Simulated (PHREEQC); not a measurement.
A solution holds 0.0036 mol/kgw NH3, 2.5e-06 mol/kgw H4SiO4 and 3e-05 mol/kgw K3PO4, at 20 °C. Closed to the air; pH follows from the charge balance.

The numbers come from PHREEQC with the ion-association model, wateq4f.dat.

This is a speciation only: nothing precipitates in the calculation.

**Question.** Order these Si species by the share of Si that they hold, largest first: H3SiO4-, H4SiO4, H2SiO4-2.

**Answer.** H3SiO4- (82 %), H4SiO4 (18 %), H2SiO4-2 (0.16 %)

The pH is 10.57 and the ionic strength 0.000353 mol/kgw. H3PO4, which wateq4f.dat lacks, is added to it with the constant of phreeqc.dat.
